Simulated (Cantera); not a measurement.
Charge: 1 mol Si3H8, 0.3 mol Cl2, 35 mol H2, at 1277 °C and 1.00 bar.

These are equilibrium values from Cantera (NASA tables, ideal gas, pure condensed phases), not measurements of a reactor. Candidate condensed phases: Si; 19 gas species. The feed counts by its element totals alone. The tables' values for SiCl3 are old estimates; treat these amounts as uncertain. Rates play no part.

Base state: H2 0.985, HCl 0.0138, SiCl2 0.000649, H 3.13e-5, SiCl3 1.65e-5, SiH2Cl2 1.46e-5, SiHCl3 1.02e-5 (mole fractions); condensed: Si(s).

Q: What changes in the equilibrium state with this change: H2 from 35 to 5.8 mol?

A: 
```json
[
 {"species": "H2", "before": "0.985", "after": "0.949"},
 {"species": "HCl", "before": "0.0138", "after": "0.0431"},
 {"species": "SiCl2", "before": "0.000649", "after": "0.00652"},
 {"species": "SiCl4", "before": "1.17e-6", "after": "0.000118"},
 {"species": "SiCl3", "before": "1.65e-5", "after": "0.000526"},
 {"species": "Si(s), mol", "before": "2.97", "after": "2.92"}
]
```
